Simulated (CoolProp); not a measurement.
A simple Rankine cycle with toluene: condensing at 312.15 K, boiler at 0.992 MPa, turbine inlet 491.4 K, turbine efficiency 0.65, pump efficiency 0.8, no recuperator. Each further row changes one setting.

The numbers come from the reference Helmholtz-energy equation of state, Lemmon 2006 in CoolProp. It is a short technical equation, of lower accuracy than the large ones.

| case | thermal efficiency (%) | net work (kJ/kg) | heat in (kJ/kg) | turbine exit temperature (K) | volume ratio over the turbine |
|---|---|---|---|---|---|
| as stated | 17.6 | 114 | 646 | 405.5 | 135 |
| turbine inlet 511.4 K | 17.6 | 121 | 687 | 427.2 | 131 |
| condensing temperature 304.15 K | 18.5 | 122 | 660 | 400.1 | 195 |
| boiler pressure 0.694 MPa | 16.7 | 109 | 657 | 415.3 | 89.0 |
| turbine efficiency 0.55 | 14.9 | 96.1 | 646 | 416.8 | 138 |
